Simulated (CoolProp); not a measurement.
Model: reference Helmholtz-energy equation of state, Lemmon 2006, in CoolProp. It is a short technical equation, of lower accuracy than the large ones.

Give the vapour pressure (kPa), liquid density (kg/m³), enthalpy of vaporisation (kJ/kg), liquid cp (kJ/(kg K)) of saturated CH3F (R41) at -64.25, 12.45, 20.95 °C.


```csv
T (°C),p (kPa),liquid density (kg/m³),enthalpy of vaporisation (kJ/kg),liquid cp (kJ/(kg K))
-64.25,208,851,467,2.10
12.45,2820,632,292,2.97
20.95,3480,594,257,3.40
```
